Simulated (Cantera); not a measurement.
An adiabatic, constant-volume homogeneous reactor starts with 1.24 % CH4, 0.199 % C2H6, 1.37 % C3H8, 20.4 % O2, 76.8 % N2, at 1800 K and 1.01 bar.

Cantera simulation using GRI-Mech 3.0 (53 species, 325 reactions); the numbers are that mechanism's predictions, not measurements. GRI-Mech 3.0 was tuned for natural gas; its chemistry of propane as a main component is partial and can be far from experiment.

Task: Predict: time of steepest temperature rise; temperature at 0.600 s; equilibrium temperature; x(H2O2) at 0.600 s; x(H) at 0.600 s; x(CO2) at 0.600 s.

Result: 
```
Quantity                                                             Value
---------------------------------  ---------------------------------------
time of steepest temperature rise                                  13.0 µs
temperature at 0.600 s                                              2725 K
equilibrium temperature                                             2725 K
x(H2O2) at 0.600 s                 2.90e-7 (gas-phase equilibrium 2.90e-7)
x(H) at 0.600 s                    0.00274 (gas-phase equilibrium 0.00274)
x(CO2) at 0.600 s                    0.0429 (gas-phase equilibrium 0.0429)
```
